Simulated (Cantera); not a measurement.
Input (Python, Cantera) and output of one run.

```python
import numpy as np
import cantera as ct

gas_names = """
    C CH CH2 CH3 CH2OH CH3O CH4 CH3OH CO CO2 COOH C2 C2H CHCO,ketyl C2H2,acetylene C2H2,vinylidene
    CH2CO,ketene C2H3,vinyl CH3CO,acetyl C2H4 C2H4O,ethylen CH3CHO,ethanal CH3COOH (HCOOH)2 C2H5 C2H6
    CH3OCH3 C2H5OH C2O C3 C3H3,propargyl C3H4,allene C3H4,propyne C3H4,cyclo- C3H5,allyl C3H6,propylene
    C3H6,cyclo- C3H6O C3H7,n-propyl C3H7,i-propyl C3H8 C3H8O,1propanol C3H8O,2propanol C3O2 C4 C4H2
    C4H4,1,3-cyclo- C4H6,butadiene C4H6,2-butyne C4H6,cyclo- C4H8,1-butene C4H8,cis2-buten
    C4H8,tr2-butene C4H8,isobutene C4H8,cyclo- (CH3COOH)2 C4H9,n-butyl C4H9,i-butyl C4H9,s-butyl
    C4H9,t-butyl C4H10,isobutane C4H10,n-butane C5 C5H6,1,3cyclo- C5H8,cyclo- C5H10,1-pentene
    C5H10,cyclo- C5H11,pentyl C5H11,t-pentyl C5H12,n-pentane C5H12,i-pentane CH3C(CH3)2CH3 C6H2
    C6H5,phenyl C6H5O,phenoxy C6H6 C6H5OH,phenol C6H10,cyclo- C6H12,1-hexene C6H12,cyclo- C6H13,n-hexyl
    C7H7,benzyl C7H8 C7H8O,cresol C7H14,1-heptene C7H15,n-heptyl C7H16,n-heptane C8H8,styrene
    C8H10,ethylbenz C8H16,1-octene C8H17,n-octyl C8H18,isooctane C8H18,n-octane C9H19,n-nonyl
    C10H8,naphthale C10H21,n-decyl C12H9,o-bipheny C12H10,bipheny H HCO HO2 H2 HCHO,formaldehy HCOOH H2O
    H2O2 O OH O2 O3
""".split()
cond_names = """
    C(gr) C6H6(L) C7H8(L) C8H18(L),n-octa H2O(s) H2O(L)
""".split()


def load(file, names, dense=False):
    # The tables refer to 1 bar. Condensed volumes are neglected.
    table = {s.name: s for s in ct.Species.list_from_file(file)}
    out = []
    for n in names:
        d = dict(table[n].input_data)
        d["thermo"] = dict(d["thermo"], **{"reference-pressure": 1e5})
        if dense:
            d["equation-of-state"] = {"model": "constant-volume", "density": "1e6 g/cm^3"}
        out.append(ct.Species.from_dict(d))
    return out


gas = ct.Solution(thermo="ideal-gas", species=load("nasa_gas.yaml", gas_names))
cond = {s.name: ct.Solution(thermo="fixed-stoichiometry", species=[s], name=s.name)
        for s in load("nasa_condensed.yaml", cond_names, dense=True)}
atoms = {
    'C2H2': {'C': 2, 'H': 2},
    'H2': {'H': 2},
    'H2O': {'H': 2, 'O': 1},
}
top_T = {'C(gr)': 4500}  # K; cautious upper limits of use, not melting points


def equilibrate(T, P, feed):
    n = {}
    for name, mol in feed.items():
        for a, k in atoms[name].items():
            n[a] = n.get(a, 0.0) + k * mol
    gas.TPX = T, P, n
    mass = sum(n.values()) * gas.mean_molecular_weight
    gas.equilibrate("TP")
    valid = [c for c in cond.values() if c.min_temp <= T <= top_T.get(c.name, c.max_temp)]
    mix = ct.Mixture([(gas, mass / gas.mean_molecular_weight)] + [(c, 0.0) for c in valid])
    mix.T, mix.P = T, P
    mix.equilibrate("TP", solver="vcs", rtol=1e-11, max_steps=5000)
    return mix


results = []
feed = {'C2H2': 1, 'H2': 17, 'H2O': 0.3}  # mol
T = 898.15  # K
for P in [10, 160, 2500, 40000, 630000, 10000000]:
    mix = equilibrate(T, P, feed)
    results.append((T, P, feed, dict(zip(mix.species_names, mix.species_moles))))

top = {s: max(r[3][s] / sum(r[3][g] for g in gas_names) for r in results) for s in gas_names}
cols = sorted((s for s in top if top[s] > 1e-05), key=lambda s: -top[s])[:6]
seen = [c for c in cond_names if any(r[3].get(c, 0) > 1e-12 for r in results)]
print("log10 of partial pressures in bar; condensed amounts in mol")
print(f"{'P/Pa':>10s}" + "".join(f"{s[:9]:>10s}" for s in cols + seen))
for T, P, feed, n in results:
    ng = sum(n[g] for g in gas_names)
    print(f"{P:10.4g}" + "".join(f"{np.log10(max(n[s] / ng * P / 1e5, 1e-99)):10.3f}" for s in cols)
          + "".join(f"{n.get(c, 0):10.4g}" for c in seen))
```

It prints:

```
log10 of partial pressures in bar; condensed amounts in mol
      P/Pa        H2       CH4       H2O        CO       CO2     C(gr)
        10    -4.007    -8.509    -9.398    -5.792   -10.818       1.7
       160    -2.803    -6.102    -6.992    -4.590    -8.412     1.692
      2500    -1.613    -3.720    -4.630    -3.418    -6.070     1.577
     4e+04    -0.452    -1.399    -2.483    -2.432    -4.097    0.1688
   6.3e+05     0.733    -0.112    -0.939    -3.157    -4.463         0
     1e+07     1.934     1.089     0.265    -4.354    -5.657         0
```

These are equilibrium values from Cantera (NASA tables, ideal gas, pure condensed phases), not measurements of a reactor. The ideal-gas law is rough above about 30 bar.
